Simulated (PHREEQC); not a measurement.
Consider water at 25 °C with 0.014 mol HCl, 0.0043 mol CuSO4 and 6.8e-05 mol MgSO4 per kg of water. Closed to the air; pH follows from the charge balance.

All values are PHREEQC results (ion-association model, phreeqc.dat), not measurements.

```
Item                          Result
--------------------  --------------
pH                              1.96
ionic strength        0.0261 mol/kgw
specific conductance      5570 µS/cm
total alkalinity        -14.0 meq/kg
```

| species | molality | activity | log γ |
|---|---|---|---|
| Cl- | 0.0139 | 0.0119 | -0.069 |
| H+ | 0.0124 | 0.0109 | -0.056 |
| Cu+2 | 0.00369 | 0.00208 | -0.250 |
| SO4-2 | 0.00228 | 0.00125 | -0.261 |
| HSO4- | 0.00155 | 0.00133 | -0.067 |
| CuSO4 | 0.000527 | 0.000530 | 0.003 |

This is a speciation only: nothing precipitates in the calculation.
